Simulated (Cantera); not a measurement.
A perfectly stirred reactor is fed with CH₄ : C₂H₆ : O₂ : N₂ : H₂O = 1 : 0.23 : 1.65 : 6.2 : 2.7 (molar parts), at 4.93 atm; it is adiabatic with a 400 K inlet, and is followed from long to short residence time, starting on the burning branch (τ in s: 0.08, 0.026, 0.0086, 0.0028, 0.00092, 0.0003, 9.9e-05, 3.2e-05, 1.1e-05).

Detailed kinetics in Cantera: GRI-Mech 3.0 (53 species, 325 reactions).

x: mole fraction; the columns are a selection and need not sum to one.

| τ (s) | T (K) | x CH₄ | x C₂H₆ | x O₂ | x CH₂CO | x CH₂O | x N₂O | x H₂O |
|---|---|---|---|---|---|---|---|---|
| 0.080 | 1623 | 0.0160 | 5.96e-5 | 0.00191 | 6.55e-5 | 1.70e-5 | 3.85e-9 | 0.337 |
| 0.026 | 1599 | 0.0169 | ? | ? | ? | ? | ? | 0.339 |
| 0.0086 | 1543 | 0.0184 | 0.000382 | 0.00952 | 0.000358 | 0.000117 | 2.87e-8 | 0.338 |
| 0.0028 | 400 | 0.0849 | 0.0195 | 0.140 | <1e-12 | <1e-12 | <1e-12 | 0.229 |
| 0.00092 | 400 | 0.0849 | 0.0195 | 0.140 | <1e-12 | <1e-12 | <1e-12 | 0.229 |
| 0.00030 | 400 | 0.0849 | 0.0195 | 0.140 | <1e-12 | <1e-12 | <1e-12 | 0.229 |
| 9.9e-5 | 400 | 0.0849 | 0.0195 | 0.140 | <1e-12 | <1e-12 | <1e-12 | 0.229 |
| 3.2e-5 | 400 | 0.0849 | 0.0195 | 0.140 | <1e-12 | <1e-12 | <1e-12 | 0.229 |
| 1.1e-5 | 400 | 0.0849 | 0.0195 | 0.140 | <1e-12 | <1e-12 | <1e-12 | 0.229 |

### Question
Some entries are withheld; supply them.

### Answer

- 0.026, x C₂H₆: 0.000145
- 0.026, x O₂: 0.00426
- 0.026, x CH₂CO: 0.000155
- 0.026, x CH₂O: 4.06e-5
- 0.026, x N₂O: 1.04e-8
